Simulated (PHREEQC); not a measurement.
Consider water at 55 °C with 0.0011 mol/kgw Cu(NO3)2, 9.6e-05 mol/kgw HCl and 6e-05 mol/kgw Na2SO4. Closed to the air; pH follows from the charge balance.

Model: ion-association model, phreeqc.dat, run in PHREEQC.

| quantity | before | after |
|---|---|---|
| pH | 4.05 | 3.75 |
| SO4-2 (mol/kgw) | 5.12e-5 | 5.06e-5 |
| NaSO4- (mol/kgw) | 2.79e-8 | 2.75e-8 |
| SI of Halite (NaCl) | -9.59 | -9.29 |

Q: Which change was made?
A) Cu(NO3)2 left out
B) HCl from 9.6e-05 to 4.8e-05 mol/kgw
C) Na2SO4 from 6e-05 to 6.6e-05 mol/kgw
D) HCl from 9.6e-05 to 0.000192 mol/kgw
E) Na2SO4 from 6e-05 to 0.0003 mol/kgw

A: D, HCl from 9.6e-05 to 0.000192 mol/kgw

Precipitation was switched off in this run. Away from 25 °C the constants follow the database's enthalpies or fits; those with neither stay at their 25 °C values.
